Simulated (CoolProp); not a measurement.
Values from CoolProp's reference Helmholtz-energy equation of state, Span 1996.

Problem. Give the vapour pressure (kPa), vapour density (kg/m³), liquid cp (kJ/(kg K)), liquid viscosity (µPa s) of saturated carbon dioxide at 257.8, 265.3, 269 K.

Solution. 
```
T (K)  p (kPa)  vapour density (kg/m³)  liquid cp (kJ/(kg K))  liquid viscosity (µPa s)
-----  -------  ----------------------  ---------------------  ------------------------
257.8     2270                    60.1                   2.22                       130
265.3     2810                    76.2                   2.35                       115
269       3120                    85.6                   2.43                       108
```

Viscosity comes from a separate model (Laesecke 2017).
